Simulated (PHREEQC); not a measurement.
**Reverse-osmosis permeate (model solution)**

Synthetic water in mg/kgw, 25 °C, pH 6.72, pe 12.8: Na 3.86; K 0.67; Ca 1.07; Mg 1.23; Cl 2.07; S(6) as SO4 0.894; Alkalinity as HCO3 16.2; Ba 0.0941.

Na is adjusted to close the charge balance.
Valence states are taken as typed.

Computed with PHREEQC (ion-association model, phreeqc.dat).

```yaml
ionic_strength: 0.000429 mol/kgw
```

```
species  molality  activity   log γ
-------  --------  --------  ------
HCO3-    0.000265  0.000259  -0.010
Na+      0.000169  0.000165  -0.010
CO2      0.000111  0.000111   0.000
Cl-       5.84e-5   5.70e-5  -0.010
Mg+2      5.04e-5   4.59e-5  -0.041
Ca+2      2.66e-5   2.42e-5  -0.041
K+        1.71e-5   1.67e-5  -0.010
SO4-2     9.17e-6   8.35e-6  -0.041
Ba+2      6.81e-7   6.19e-7  -0.041
H+        1.95e-7   1.90e-7  -0.010
MgHCO3+   1.42e-7   1.39e-7  -0.010
```

This is a speciation only: nothing precipitates in the calculation.
